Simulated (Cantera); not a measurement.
## Carbothermic reduction: Cu₂O + CO + N₂

A closed system holds: 1 mol Cu₂O, a varied amount of CO, 2.3 mol N₂, at 1825 K and 1.33 mbar.

Equilibrium computed with Cantera from the NASA thermochemical tables; the gas is ideal and each condensed phase is pure. Candidate condensed phases: C, Cu, CuO, Cu₂O; 27 gas species. Equilibrium is a limit: real reactors are often held back by kinetics, nucleation or transport.

```csv
n(CO) (mol),x CO,x N₂,x Cu,x CO₂,x O₂
0.67,0.00499,0.446,0.387,0.125,0.0333
1.7,0.117,0.383,0.333,0.166,0.000107
2.7,0.243,0.329,0.285,0.143,1.83e-5
3.7,0.338,0.288,0.250,0.125,7.25e-6
4.7,0.411,0.256,0.222,0.111,3.86e-6
5.7,0.470,0.230,0.200,0.1000,2.39e-6
6.7,0.518,0.209,0.182,0.0909,1.63e-6
7.7,0.558,0.192,0.166,0.0833,1.18e-6
```
x: gas mole fraction; nothing condenses.

From 0.67 mol CO to 7.7 mol CO nothing is condensed. The main Cu-bearing gas is Cu throughout.
